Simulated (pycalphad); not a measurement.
An equivalent pycalphad script:

```python
from pycalphad import Database, equilibrium, calculate, variables as v
import numpy as np
db = Database('COST507.tdb')
comps = ['MG', 'AL', 'SI', 'VA']
phases = ['ALMG_BETA', 'ALMG_EPS', 'ALMG_GAMMA', 'DIAMOND_A4', 'FCC_A1', 'HCP_A3', 'LIQUID', 'MG2SI']
eq = equilibrium(db, comps, phases, {v.X('AL'): 0.0029, v.X('SI'): 0.0037, v.T: np.arange(1650, 349, -40), v.P: 101325, v.N: 1}, output=['HM', 'SM'])
```

Computed with pycalphad from the COST 507 light-alloy database (1999), at 1 atm. No gas phase is included, though pure Mg would boil below 1377 °C. The data set is of 1999 and partly superseded. Amounts are mole fractions of atoms. Diffusion is slow at the low end, where real alloys seldom reach equilibrium.

Results at three of the temperatures:

```
T = 1650.00 K, P = 101325 Pa, N = 1 mol of atoms
G = -103116 J/mol, H = 51051 J/mol, S = 93.43 J/(mol K)  (SER reference)
chemical potentials (J/mol): Mg -102640, Al -169303, Si -179125
phase             fraction      x(Mg)      x(Al)      x(Si)
LIQUID              1.0000     0.9934     0.0029     0.0037
```

```
T = 1530.00 K, P = 101325 Pa, N = 1 mol of atoms
G = -92057 J/mol, H = 46938 J/mol, S = 90.85 J/(mol K)  (SER reference)
chemical potentials (J/mol): Mg -91607, Al -154247, Si -164182
phase             fraction      x(Mg)      x(Al)      x(Si)
LIQUID              1.0000     0.9934     0.0029     0.0037
```

```
T = 970.00 K, P = 101325 Pa, N = 1 mol of atoms
G = -45226 J/mol, H = 27744 J/mol, S = 75.23 J/(mol K)  (SER reference)
chemical potentials (J/mol): Mg -44902, Al -88412, Si -98242
phase             fraction      x(Mg)      x(Al)      x(Si)
LIQUID              1.0000     0.9934     0.0029     0.0037
```

Changes of the phase set, refined by bisection:

```csv
T (°C),phases above,phases below
645.1,liquid,hcp + liquid
635.6,hcp + liquid,hcp + liquid + MG2SI
633.3,hcp + liquid + MG2SI,hcp + MG2SI
```

Database names, with the compositions (at.%) that they take in these runs: MG2SI: Mg 67 Si 33.
